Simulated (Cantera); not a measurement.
Charge: 1 mol Cu2O, 6.7 mol C, 0.37 mol CO, equilibrated at 71.0 mbar.

Equilibrium computed with Cantera from the NASA thermochemical tables; the gas is ideal and each condensed phase is pure. Candidate condensed phases: C, Cu, CuO, Cu2O; 15 gas species. Rates play no part.

Task: Which condensed phases are stable at each of these points (T (K)): 1525, 1625, 1725, 1825, 1925, 2025, 2125, 2225, 2325, 2425?

Result: 
| T (K) | condensed phases | Cu condensed (%) |
|---|---|---|
| 1525 | C(graphite) + Cu(l) | 100.0 |
| 1625 | C(graphite) + Cu(l) | 99.9 |
| 1725 | C(graphite) + Cu(l) | 99.8 |
| 1825 | C(graphite) + Cu(l) | 99.3 |
| 1925 | C(graphite) + Cu(l) | 97.9 |
| 2025 | C(graphite) + Cu(l) | 94.3 |
| 2125 | C(graphite) + Cu(l) | 84.7 |
| 2225 | C(graphite) + Cu(l) | 54.4 |
| 2325 | C(graphite) | 0.0 |
| 2425 | C(graphite) | 0.0 |

From 1525 K to 2225 K the condensed part is C(graphite) + Cu(l). From 2325 K to 2425 K the condensed part is C(graphite).
